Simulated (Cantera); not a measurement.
# Transport properties of process gases

Gas mixture: CO : CH3OH : C2H4 : H2O = 0.1 : 0.23 : 0.075 : 0.16 (molar parts), at 3.45 Torr, frozen composition.

Cantera's kinetic-theory transport with the Lennard-Jones parameters of GRI-Mech 3.0, ideal gas; thermal conductivity in the multicomponent form. Polar gases are described roughly by these parameters. The composition is frozen, though it would react at the higher temperatures.

```
T (K)  ρ (kg/m³)  cp (J/kg/K)  μ (µPa s)  λ (mW/m/K)     Pr  D (cm²/s) H2  D (cm²/s) H  D (cm²/s) C2H2
-----  ---------  -----------  ---------  ----------  -----  ------------  -----------  --------------
400      0.00371         1596       14.7        32.9  0.710           259          394            52.6
600      0.00247         1957       21.5        58.3  0.722           523          829             112
800      0.00186         2245       27.8        85.5  0.731           853         1380             189
1000     0.00148         2481       33.6         113  0.737          1240         2030             280
1200     0.00124         2665       39.0         140  0.741          1690         2780             384
1400     0.00106         2814       44.0         166  0.744          2180         3610             500
```
D: mixture-averaged diffusion coefficient of that species in the mixture.
